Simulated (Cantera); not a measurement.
What does this Cantera script print?

```python
import numpy as np
import cantera as ct

gas_names = [...]  # 95 gases of nasa_gas.yaml made of C, F, H
cond_names = """
    C(gr) C6H6(L) C7H8(L) C8H18(L),n-octa
""".split()


# ... load() reads the species with a 1 bar reference pressure and builds the phases ...
atoms = {
    'CHF3': {'C': 1, 'H': 1, 'F': 3},
    'CH4': {'C': 1, 'H': 4},
    'F2': {'F': 2},
}
top_T = {'C(gr)': 4500}  # K; cautious upper limits of use, not melting points


# ... equilibrate(T, P, feed) seeds the gas with the atoms and calls Mixture.equilibrate('TP', solver="vcs", rtol=1e-11, max_steps=5000) ...
results = []
T = 2525  # K
P = 250  # Pa
for m in [0.048, 0.071, 0.11, 0.16, 0.24, 0.36, 0.54, 0.8, 1.2]:
    feed = {'CHF3': 1, 'CH4': 0.62, 'F2': m}  # mol
    mix = equilibrate(T, P, feed)
    results.append((T, P, feed, dict(zip(mix.species_names, mix.species_moles))))
    x = sorted(zip(gas.X, gas.species_names), reverse=True)
    print(f"T = {T:g} K  P = {P:g} Pa  n(F2) = {m:g} mol  gas = {mix.phase_moles(0):.4g} mol")
    print("   x: " + "  ".join(f"{s} {v:.3e}" for v, s in x if v > 1e-05))
    print("   condensed (mol): " + ("  ".join(f"{mix.phase(i).name} {mix.phase_moles(i):.4g}"
          for i in range(1, mix.n_phases) if mix.phase_moles(i) > 1e-12) or "none"))
```

Result:

```
T = 2525 K  P = 250 Pa  n(F2) = 0.048 mol  gas = 3.44 mol
   x: HF 8.918e-01  H 7.928e-02  H2 1.999e-02  F 7.881e-03  C3 2.922e-04  CF 2.777e-04  C2H2,acetylene 2.401e-04  C 9.355e-05  C2H 7.204e-05  C2 2.705e-05  CF2 1.485e-05
   condensed (mol): C(gr) 1.613
T = 2525 K  P = 250 Pa  n(F2) = 0.071 mol  gas = 3.454 mol
   x: HF 9.007e-01  H 7.274e-02  H2 1.683e-02  F 8.675e-03  CF 3.057e-04  C3 2.922e-04  C2H2,acetylene 2.021e-04  C 9.355e-05  C2H 6.610e-05  C2 2.705e-05  CF2 1.799e-05
   condensed (mol): C(gr) 1.613
T = 2525 K  P = 250 Pa  n(F2) = 0.11 mol  gas = 3.477 mol
   x: HF 9.152e-01  H 6.135e-02  H2 1.197e-02  F 1.045e-02  CF 3.682e-04  C3 2.922e-04  C2H2,acetylene 1.438e-04  C 9.355e-05  C2H 5.575e-05  C2 2.705e-05  CF2 2.611e-05
   condensed (mol): C(gr) 1.614
T = 2525 K  P = 250 Pa  n(F2) = 0.16 mol  gas = 3.508 mol
   x: HF 9.316e-01  H 4.638e-02  F 1.407e-02  H2 6.842e-03  CF 4.959e-04  C3 2.922e-04  C 9.355e-05  C2H2,acetylene 8.215e-05  CF2 4.735e-05  C2H 4.214e-05  C2 2.705e-05
   condensed (mol): C(gr) 1.614
T = 2525 K  P = 250 Pa  n(F2) = 0.24 mol  gas = 3.575 mol
   x: HF 9.450e-01  F 2.705e-02  H 2.447e-02  H2 1.905e-03  CF 9.532e-04  C3 2.922e-04  CF2 1.749e-04  C 9.355e-05  C2 2.705e-05  C2H2,acetylene 2.288e-05  C2H 2.224e-05
   condensed (mol): C(gr) 1.612
T = 2525 K  P = 250 Pa  n(F2) = 0.36 mol  gas = 3.753 mol
   x: HF 9.173e-01  F 6.909e-02  H 9.301e-03  CF 2.435e-03  CF2 1.141e-03  C3 2.922e-04  H2 2.752e-04  C 9.355e-05  C2 2.705e-05
   condensed (mol): C(gr) 1.603
T = 2525 K  P = 250 Pa  n(F2) = 0.54 mol  gas = 4.081 mol
   x: HF 8.483e-01  F 1.376e-01  CF 4.847e-03  CF2 4.524e-03  H 4.320e-03  C3 2.922e-04  C 9.355e-05  H2 5.938e-05  C2 2.705e-05
   condensed (mol): C(gr) 1.577
T = 2525 K  P = 250 Pa  n(F2) = 0.8 mol  gas = 4.561 mol
   x: HF 7.604e-01  F 2.177e-01  CF2 1.133e-02  CF 7.669e-03  H 2.448e-03  C3 2.922e-04  C 9.355e-05  C2 2.705e-05  H2 1.906e-05  CF3 1.447e-05
   condensed (mol): C(gr) 1.529
T = 2525 K  P = 250 Pa  n(F2) = 1.2 mol  gas = 5.289 mol
   x: HF 6.564e-01  F 3.081e-01  CF2 2.269e-02  CF 1.086e-02  H 1.493e-03  C3 2.922e-04  C 9.355e-05  CF3 4.105e-05  C2 2.705e-05  CF4 1.113e-05
   condensed (mol): C(gr) 1.437
```

Equilibrium computed with Cantera from the NASA thermochemical tables; the gas is ideal and each condensed phase is pure.
